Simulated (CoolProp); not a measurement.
Saturation properties of fluorine.

Values from CoolProp's reference Helmholtz-energy equation of state, de Reuck 1990.

```csv
T (°C),p (bar),liquid density (kg/m³),vapour density (kg/m³),enthalpy of vaporisation (kJ/kg),surface tension (mN/m)
-175.55,3.503,1409,17.83,161.2,10.1
-171.25,4.970,1375,24.78,156.0,8.97
-167.05,6.797,1339,33.40,150.4,7.90
-162.75,9.130,1302,44.48,144.2,6.84
-158.55,11.92,1262,57.95,137.5,5.82
-154.25,15.36,1219,75.12,129.8,4.82
-150.05,19.36,1173,96.11,121.4,3.87
-145.75,24.17,1120,123.4,111.3,2.94
-141.55,29.66,1061,158.1,99.63,2.08
-137.25,36.18,986.6,206.9,84.63,1.27
-133.05,43.55,887.3,280.6,64.25,0.553
```

It boils at -188.1 °C under 1 atm.

Surface tension comes from a separate correlation (Mulero 2012).
